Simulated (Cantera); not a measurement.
What does this Cantera script print?

```python
import numpy as np
import cantera as ct

gas_names = """
    Ca CaCL CaCL2 Ca2 CL CL2 H HCL H2
""".split()
cond_names = """
    Ca(a) Ca(b) Ca(L) CaCL2(s) CaCL2(L)
""".split()


def load(file, names, dense=False):
    # The tables refer to 1 bar. Condensed volumes are neglected.
    table = {s.name: s for s in ct.Species.list_from_file(file)}
    out = []
    for n in names:
        d = dict(table[n].input_data)
        d["thermo"] = dict(d["thermo"], **{"reference-pressure": 1e5})
        if dense:
            d["equation-of-state"] = {"model": "constant-volume", "density": "1e6 g/cm^3"}
        out.append(ct.Species.from_dict(d))
    return out


gas = ct.Solution(thermo="ideal-gas", species=load("nasa_gas.yaml", gas_names))
cond = {s.name: ct.Solution(thermo="fixed-stoichiometry", species=[s], name=s.name)
        for s in load("nasa_condensed.yaml", cond_names, dense=True)}
atoms = {
    'CaCl2': {'Ca': 1, 'CL': 2},
    'H2': {'H': 2},
}
top_T = {}  # K; cautious upper limits of use, not melting points


def equilibrate(T, P, feed):
    n = {}
    for name, mol in feed.items():
        for a, k in atoms[name].items():
            n[a] = n.get(a, 0.0) + k * mol
    gas.TPX = T, P, n
    mass = sum(n.values()) * gas.mean_molecular_weight
    gas.equilibrate("TP")
    valid = [c for c in cond.values() if c.min_temp <= T <= top_T.get(c.name, c.max_temp)]
    mix = ct.Mixture([(gas, mass / gas.mean_molecular_weight)] + [(c, 0.0) for c in valid])
    mix.T, mix.P = T, P
    mix.equilibrate("TP", solver="vcs", rtol=1e-11, max_steps=5000)
    return mix


results = []
P = 1000  # Pa
for T in [648, 748, 848, 948, 1048, 1148, 1248, 1348, 1448, 1548, 1648]:
    for m in [0.7, 0.91, 1.2, 1.6, 2.1, 2.7, 3.6, 4.7, 6.2, 8.2, 11, 14, 19]:
        feed = {'CaCl2': 1, 'H2': m}  # mol
        mix = equilibrate(T, P, feed)
        results.append((T, P, feed, dict(zip(mix.species_names, mix.species_moles))))

for T, P, feed, n in results:
    print(f"{T:7g} {feed['H2']:10.4g}  " + (" + ".join(c for c in cond_names if n.get(c, 0) > 1e-12) or "gas only"))
```

Result:

```
    648        0.7  CaCL2(s)
    648       0.91  CaCL2(s)
    648        1.2  CaCL2(s)
    648        1.6  CaCL2(s)
    648        2.1  CaCL2(s)
    648        2.7  CaCL2(s)
    648        3.6  CaCL2(s)
    648        4.7  CaCL2(s)
    648        6.2  CaCL2(s)
    648        8.2  CaCL2(s)
    648         11  CaCL2(s)
    648         14  CaCL2(s)
    648         19  CaCL2(s)
    748        0.7  CaCL2(s)
    748       0.91  CaCL2(s)
    748        1.2  CaCL2(s)
    748        1.6  CaCL2(s)
    748        2.1  CaCL2(s)
    748        2.7  CaCL2(s)
    748        3.6  CaCL2(s)
    748        4.7  CaCL2(s)
    748        6.2  CaCL2(s)
    748        8.2  CaCL2(s)
    748         11  CaCL2(s)
    748         14  CaCL2(s)
    748         19  CaCL2(s)
    848        0.7  CaCL2(s)
    848       0.91  CaCL2(s)
    848        1.2  CaCL2(s)
    848        1.6  CaCL2(s)
    848        2.1  CaCL2(s)
    848        2.7  CaCL2(s)
    848        3.6  CaCL2(s)
    848        4.7  CaCL2(s)
    848        6.2  CaCL2(s)
    848        8.2  CaCL2(s)
    848         11  CaCL2(s)
    848         14  CaCL2(s)
    848         19  CaCL2(s)
    948        0.7  CaCL2(s)
    948       0.91  CaCL2(s)
    948        1.2  CaCL2(s)
    948        1.6  CaCL2(s)
    948        2.1  CaCL2(s)
    948        2.7  CaCL2(s)
    948        3.6  CaCL2(s)
    948        4.7  CaCL2(s)
    948        6.2  CaCL2(s)
    948        8.2  CaCL2(s)
    948         11  CaCL2(s)
    948         14  CaCL2(s)
    948         19  CaCL2(s)
   1048        0.7  CaCL2(L)
   1048       0.91  CaCL2(L)
   1048        1.2  CaCL2(L)
   1048        1.6  CaCL2(L)
   1048        2.1  CaCL2(L)
   1048        2.7  CaCL2(L)
   1048        3.6  CaCL2(L)
   1048        4.7  CaCL2(L)
   1048        6.2  CaCL2(L)
   1048        8.2  CaCL2(L)
   1048         11  CaCL2(L)
   1048         14  CaCL2(L)
   1048         19  CaCL2(L)
   1148        0.7  CaCL2(L)
   1148       0.91  CaCL2(L)
   1148        1.2  CaCL2(L)
   1148        1.6  CaCL2(L)
   1148        2.1  CaCL2(L)
   1148        2.7  CaCL2(L)
   1148        3.6  CaCL2(L)
   1148        4.7  CaCL2(L)
   1148        6.2  CaCL2(L)
   1148        8.2  CaCL2(L)
   1148         11  CaCL2(L)
   1148         14  CaCL2(L)
   1148         19  CaCL2(L)
   1248        0.7  CaCL2(L)
   1248       0.91  CaCL2(L)
   1248        1.2  CaCL2(L)
   1248        1.6  CaCL2(L)
   1248        2.1  CaCL2(L)
   1248        2.7  CaCL2(L)
   1248        3.6  CaCL2(L)
   1248        4.7  CaCL2(L)
   1248        6.2  CaCL2(L)
   1248        8.2  CaCL2(L)
   1248         11  CaCL2(L)
   1248         14  CaCL2(L)
   1248         19  CaCL2(L)
   1348        0.7  CaCL2(L)
   1348       0.91  CaCL2(L)
   1348        1.2  CaCL2(L)
   1348        1.6  CaCL2(L)
   1348        2.1  CaCL2(L)
   1348        2.7  CaCL2(L)
   1348        3.6  CaCL2(L)
   1348        4.7  CaCL2(L)
   1348        6.2  CaCL2(L)
   1348        8.2  CaCL2(L)
   1348         11  CaCL2(L)
   1348         14  CaCL2(L)
   1348         19  CaCL2(L)
   1448        0.7  CaCL2(L)
   1448       0.91  CaCL2(L)
   1448        1.2  CaCL2(L)
   1448        1.6  CaCL2(L)
   1448        2.1  CaCL2(L)
   1448        2.7  CaCL2(L)
   1448        3.6  CaCL2(L)
   1448        4.7  CaCL2(L)
   1448        6.2  CaCL2(L)
   1448        8.2  CaCL2(L)
   1448         11  CaCL2(L)
   1448         14  gas only
   1448         19  gas only
   1548        0.7  CaCL2(L)
   1548       0.91  CaCL2(L)
   1548        1.2  CaCL2(L)
   1548        1.6  CaCL2(L)
   1548        2.1  CaCL2(L)
   1548        2.7  gas only
   1548        3.6  gas only
   1548        4.7  gas only
   1548        6.2  gas only
   1548        8.2  gas only
   1548         11  gas only
   1548         14  gas only
   1548         19  gas only
   1648        0.7  gas only
   1648       0.91  gas only
   1648        1.2  gas only
   1648        1.6  gas only
   1648        2.1  gas only
   1648        2.7  gas only
   1648        3.6  gas only
   1648        4.7  gas only
   1648        6.2  gas only
   1648        8.2  gas only
   1648         11  gas only
   1648         14  gas only
   1648         19  gas only
```

Method: chemical equilibrium by Gibbs-energy minimisation in Cantera with the NASA 1993 tables (ideal gas, pure condensed phases).
